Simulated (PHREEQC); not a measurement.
A made-up water analysis in mg/L, 85 °C, pH 6.4, pe 9: Na 56.9; K 0.703; Ca 72.7; Mg 28; Cl 7.56; S(6) as SO4 171; Alkalinity as HCO3 277; N(5) as NO3 15.1.

Na is adjusted to close the charge balance.
Valence states are taken as typed.

Equilibrium calculation in PHREEQC: ion-association model, phreeqc.dat.

Precipitation was switched off in this run.

**Question.** Order these C species by the share of C that they hold, largest first: HCO3-, CaHCO3+, CO2, MgHCO3+.

**Answer.** HCO3- (54 %), CO2 (44 %), CaHCO3+ (1.0 %), MgHCO3+ (0.55 %)

**Question.** Order these S species by the share of S that they hold, largest first: MgSO4, CaSO4, SO4-2, NaSO4-.

**Answer.** SO4-2 (70 %), MgSO4 (18 %), CaSO4 (11 %), NaSO4- (0.78 %)

The pH is 6.40 and the ionic strength 0.0109 mol/kgw. Complexes and solids missing from the database can't appear. At this temperature some constants are extrapolated from 25 °C, and those without enthalpy data are left unchanged.
